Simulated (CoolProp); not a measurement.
Nitrous oxide along the isobar 304 bar: density (kg/m³) from the reference equation and from simpler models built on Tc = 309.5 K, pc = 72.45 bar, ω = 0.161; each cubic takes its own stable root.

Model: reference Helmholtz-energy equation of state, Lemmon 2006, in CoolProp. It is a short technical equation, of lower accuracy than the large ones.

```csv
T (K),phase,reference,van der Waals,Soave-Redlich-Kwong,Peng-Robinson
294.6,liquid,961.0,686.3,896.1,1001
320.3,supercritical,875.6,651.0,808.4,897.5
346,supercritical,783.6,614.0,715.6,787.2
371.6,supercritical,688.6,575.6,624.1,679.4
397.3,supercritical,597.7,536.0,541.3,583.7
423,supercritical,519.5,496.4,472.9,506.4
448.7,supercritical,457.0,458.0,419.1,446.4
474.3,supercritical,408.3,422.1,377.3,400.1
500,supercritical,369.9,389.5,344.0,363.5
```
